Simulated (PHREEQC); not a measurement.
Dissolve 0.28 mol/kgw HF, 0.0063 mol/kgw NH4HF2, 0.0017 mol/kgw H4SiO4 and 4.1e-05 mol/kgw HCl at 25 °C. Closed to the air; pH follows from the charge balance.

The numbers come from PHREEQC with the ion-association model, wateq4f.dat.

Each row changes one thing in this solution. Precipitation was switched off in this run.

| case | pH | ionic strength (mol/kgw) | HF (mol/kgw) | H2F2 (mol/kgw) | F- (mol/kgw) | HF2- (mol/kgw) | SI of Quartz (SiO2) |
|---|---|---|---|---|---|---|---|
| as made | 1.94 | 0.0208 | 0.147 | 0.0568 | 0.0100 | 0.00569 | -9.06 |
| temperature from 25 to 75 °C | 2.02 | 0.0188 | 0.225 | 0.0186 | 0.00691 | 0.00676 | -6.70 |
| temperature from 25 to 30 °C | 1.94 | 0.0208 | 0.155 | 0.0527 | 0.00967 | 0.00600 | -8.84 |
| H4SiO4 replaced by K2SiO3 at the same molality | 2.00 | 0.0228 | 0.146 | 0.0561 | 0.0113 | 0.00637 | -9.16 |
| HF from 0.28 to 0.056 mol/kgw | 2.35 | 0.0130 | 0.0408 | 0.00435 | 0.00679 | 0.00107 | -6.47 |
| HF left out | 3.76 | 0.00780 | 0.000896 | 2.09e-6 | 0.00381 | 1.31e-5 | +0.57 |
| NH4HF2 from 0.0063 to 0.00693 mol/kgw | 1.95 | 0.0212 | 0.148 | 0.0571 | 0.0103 | 0.00583 | -9.09 |
| temperature from 25 to 80 °C | 2.04 | 0.0184 | 0.231 | 0.0159 | 0.00665 | 0.00660 | -6.43 |

Complexes and solids missing from the database can't appear. Some of these states are supersaturated (in Quartz (slow to form), Chalcedony (slow to form), for instance). wateq4f.dat counts part of the HF as a dimer, H2F2, which phreeqc.dat doesn't know; its constant is uncertain. Constants without temperature data keep their 25 °C values here. SiF6-2 is the database's only silicon fluoride.
